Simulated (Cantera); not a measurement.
Thermodynamics of silicon oxide and oxynitride deposition, feed SiH2Cl2 + O3

A closed system holds: 1 mol SiH2Cl2, 3.6 mol O3, at 1.00 Torr.

Equilibrium computed with Cantera from the NASA thermochemical tables; the gas is ideal and each condensed phase is pure. Candidate condensed phases: H2O, Si, SiO2; 30 gas species. The tables hold silica as quartz up to 1696 K and as liquid above; real silica turns to tridymite and cristobalite and melts near 1996 K. Kinetics and transport are ignored.

From 873 K to 1473 K the condensed part is SiO2(β-quartz).

| T (K) | x O2 | x HCl | x Cl | x H2O | x Cl2 | x OH | n SiO2(β-quartz) |
|---|---|---|---|---|---|---|---|
| 873 | 0.681 | 0.238 | 0.000243 | 0.0403 | 0.0402 | 2.99e-8 | 1.00 |
| 973 | 0.683 | 0.259 | 0.00119 | 0.0291 | 0.0285 | 2.53e-7 | 1.00 |
| 1073 | 0.683 | 0.270 | 0.00421 | 0.0225 | 0.0204 | 1.45e-6 | 1.00 |
| 1173 | 0.681 | 0.275 | 0.0114 | 0.0195 | 0.0138 | 6.38e-6 | 1.00 |
| 1273 | 0.676 | 0.272 | 0.0239 | 0.0201 | 0.00810 | 2.39e-5 | 1.00 |
| 1373 | 0.670 | 0.261 | 0.0403 | 0.0242 | 0.00410 | 8.05e-5 | 1.00 |
| 1473 | 0.662 | 0.245 | 0.0588 | 0.0312 | 0.00195 | 0.000240 | 1.00 |
x: gas mole fraction; n: condensed amount in mol.
